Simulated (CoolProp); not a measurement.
Vapour-liquid equilibrium of ethanol (1) + o-xylene (2) at 296 kPa; x and y are mole fractions of (1).

The numbers come from the multi-fluid Helmholtz-energy mixture model, Schroeder 2014 and Zhou 2012; pair parameters Bell 2016 in CoolProp.

```csv
x,bubble temperature (°C),y at the bubble point,dew temperature at overall composition x (°C),liquid density (mol/L)
0.05,157.8,0.517,187.5,7.276
0.15,132.9,0.762,182.1,7.881
0.25,123.9,0.826,176.3,8.396
0.35,119.8,0.853,170.0,8.932
0.45,117.4,0.870,163.0,9.530
0.55,115.7,0.883,155.1,10.22
0.65,114.2,0.897,145.8,11.02
0.75,112.6,0.916,134.4,11.98
0.85,110.9,0.942,120.3,13.12
0.95,109.2,0.977,110.4,14.50
```

No azeotrope shows between x = 0.05 and 0.95.

The pair parameters rest on a limited set of measurements; away from them the model extrapolates. With so large a gap from Raoult's law the liquid may split in two, which this calculation doesn't test in full.
